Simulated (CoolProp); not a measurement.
Vapour pressure (MPa) of R1336mzz(Z): the reference equation beside estimates from Tc = 444.5 K, pc = 2.904 MPa, ω = 0.386.

The numbers come from the reference Helmholtz-energy equation of state, McLinden 2020 in CoolProp.

```csv
T (K),reference,Lee-Kesler,Redlich-Kwong,Soave-Redlich-Kwong,Peng-Robinson
339.3,0.2933,0.2952,0.5065,0.2957,0.2929
344.1,0.3362,0.3385,0.5626,0.3393,0.3359
349,0.3847,0.3875,0.6241,0.3888,0.3845
353.8,0.4373,0.4404,0.6887,0.4425,0.4372
358.6,0.4951,0.4986,0.7579,0.5016,0.4953
363.4,0.5586,0.5624,0.8316,0.5664,0.5591
368.2,0.6281,0.6321,0.9101,0.6375,0.6291
373,0.7039,0.7082,0.9936,0.7150,0.7055
377.8,0.7864,0.7908,1.082,0.7994,0.7888
382.6,0.8760,0.8805,1.176,0.8911,0.8793
387.4,0.9732,0.9777,1.275,0.9904,0.9776
392.2,1.078,1.083,1.379,1.098,1.084
397,1.192,1.196,1.489,1.214,1.199
401.9,1.317,1.321,1.607,1.341,1.326
406.7,1.449,1.453,1.729,1.475,1.459
```

Absolute difference from the reference over all 15 rows, mean and median: Lee-Kesler 0.6 and 0.6 %, Redlich-Kwong 43.0 and 41.2 %, Soave-Redlich-Kwong 1.5 and 1.6 %, Peng-Robinson 0.3 and 0.2 %.
